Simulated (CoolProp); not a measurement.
n-hexane along the isotherm 557.5 K: density (kg/m³) from the reference equation and from simpler models built on Tc = 507.8 K, pc = 3.044 MPa, ω = 0.300; each cubic takes its own stable root.

The numbers come from the reference Helmholtz-energy equation of state, Thol 2019 in CoolProp.

| p (MPa) | phase | reference | ideal gas | van der Waals | Redlich-Kwong | Soave-Redlich-Kwong | Peng-Robinson |
|---|---|---|---|---|---|---|---|
| 0.507 | gas | 9.849 | 9.426 | 9.825 | 9.862 | 9.835 | 9.893 |
| 1.01 | gas | 20.58 | 18.78 | 20.49 | 20.64 | 20.51 | 20.76 |
| 1.52 | gas | 32.69 | 28.26 | 32.52 | 32.85 | 32.49 | 33.10 |
| 2.03 | gas | 46.37 | 37.74 | 46.21 | 46.75 | 45.94 | 47.12 |
| 2.54 | gas | 62.15 | 47.22 | 62.30 | 62.96 | 61.28 | 63.31 |
| 3.04 | gas | 80.42 | 56.52 | 81.77 | 82.05 | 78.77 | 81.96 |
| 3.55 | supercritical | 103.1 | 66.00 | 108.5 | 106.5 | 99.96 | 104.8 |
| 4.06 | supercritical | 131.8 | 75.48 | 149.0 | 138.5 | 125.5 | 132.4 |
| 4.57 | supercritical | 168.1 | 84.96 | 192.4 | 178.1 | 155.7 | 165.0 |
